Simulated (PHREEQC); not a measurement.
1 kg of water holding 0.079 mol K2SO4 and 0.066 mol NaCl is evaporated at 15 °C; the solids stay in contact with the brine. No CO2 enters from the air. The run lets Arcanite, Glaserite, Halite, Mirabilite, Misenite, Sylvite, Thenardite precipitate or redissolve, and no other solid.

Computed with PHREEQC (Pitzer model, pitzer.dat).

Problem. Predict ionic strength, Cl in solution (mol/kgw) at water left (kg) = 0.375, 0.1711, 0.05275, 0.01979.

Solution. 
```json
[
 {"water left (kg)": "0.375", "ionic strength": "0.808", "Cl in solution (mol/kgw)": "0.176"},
 {"water left (kg)": "0.1711", "ionic strength": "1.77", "Cl in solution (mol/kgw)": "0.386"},
 {"water left (kg)": "0.05275", "ionic strength": "3.42", "Cl in solution (mol/kgw)": "1.25"},
 {"water left (kg)": "0.01979", "ionic strength": "4.59", "Cl in solution (mol/kgw)": "3.34"}
]
```
